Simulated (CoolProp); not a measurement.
Vapour-liquid equilibrium of dimethyl ether (1) + chloromethane (R40) (2) at 277.9 K; x and y are mole fractions of (1).

Model: multi-fluid Helmholtz-energy mixture model, Wu 2011 and Thol 2014; pair parameters Bell 2016, in CoolProp.

| x | bubble pressure (MPa) | y at the bubble point | dew pressure at overall composition x (MPa) | liquid density (mol/L) |
|---|---|---|---|---|
| 0.05 | ___ | 0.043 | ___ | 18.63 |
| 0.125 | 0.2996 | 0.112 | 0.2990 | 18.32 |
| 0.2 | 0.2968 | 0.184 | 0.2963 | 18.01 |
| 0.275 | 0.2946 | 0.261 | 0.2943 | 17.71 |
| 0.35 | 0.2932 | ___ | 0.2931 | 17.41 |
| 0.425 | 0.2926 | 0.423 | 0.2926 | 17.12 |
| 0.5 | 0.2927 | 0.505 | 0.2927 | 16.83 |
| 0.575 | 0.2937 | 0.588 | 0.2935 | ___ |
| 0.65 | 0.2955 | 0.669 | 0.2950 | 16.28 |
| 0.725 | 0.2981 | ___ | 0.2973 | 16.00 |
| 0.8 | 0.3015 | 0.823 | 0.3004 | 15.74 |
| 0.875 | ___ | 0.894 | 0.3044 | 15.47 |
| 0.95 | 0.3104 | 0.959 | ___ | ___ |

**Question.** Some entries are withheld; supply them.

**Answer.** 
- 0.05, bubble pressure (MPa): 0.3030
- 0.05, dew pressure at overall composition x (MPa): 0.3026
- 0.35, y at the bubble point: 0.341
- 0.575, liquid density (mol/L): 16.55
- 0.725, y at the bubble point: 0.748
- 0.875, bubble pressure (MPa): 0.3056
- 0.95, dew pressure at overall composition x (MPa): 0.3097
- 0.95, liquid density (mol/L): 15.21

y crosses x between x = 0.425 and 0.5: the model has an azeotrope there.

Pair parameters are fitted to limited data, so mixtures are less certain than the pure fluids.
